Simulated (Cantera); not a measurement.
# Thermodynamics of abatement and gas-phase synthesis, feed HCl + O2

Input: 1 mol HCl, 0.28 mol O2, equilibrated at 2200 K and 13.3 mbar.

Method: chemical equilibrium by Gibbs-energy minimisation in Cantera with the NASA 1993 tables (ideal gas, pure condensed phases). Candidate condensed phases: H2O; 14 gas species. The numbers say what is thermodynamically allowed, not how fast it happens.

The x(HCl) is 0.447, the x(Cl) is 0.271 and the x(O2) is 0.128. The x(H2O) comes out as 0.124, the x(OH) is 0.0144 and the x(O) comes out as 0.00838. The x(H2) is 0.00343. The x(H) comes out as 0.00286 and the x(Cl2) is 0.000447. The gas amount comes out as 1.390 mol.
